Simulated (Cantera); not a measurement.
An isothermal, constant-pressure homogeneous reactor starts with 79.9 % N₂O, 20.1 % O₂, at 1500 K and 0.0132 atm.

Detailed kinetics in Cantera: GRI-Mech 3.0 (53 species, 325 reactions). GRI-Mech 3.0 was tuned for natural gas; its chemistry of N2O as a main component is partial and can be far from experiment. Radical loss at walls, strong at low pressure, is not modelled. The temperature is held fixed by assumption; the heat of reaction is taken as removed at once.

### Question
Predict: x(N₂O) at 10.0 s; x(O₂) at 10.0 s; x(N₂) at 10.0 s; x(O) at 10.0 s; x(NO) at 10.0 s.

### Answer
* **x(N₂O) at 10.0 s**: 0.000604 (gas-phase equilibrium 9.00e-9)
* **x(O₂) at 10.0 s**: 0.359 (gas-phase equilibrium 0.428)
* **x(N₂) at 10.0 s**: 0.500 (gas-phase equilibrium 0.570)
* **x(O) at 10.0 s**: 2.95e-5 (gas-phase equilibrium 2.31e-5)
* **x(NO) at 10.0 s**: 0.140 (gas-phase equilibrium 0.00149)
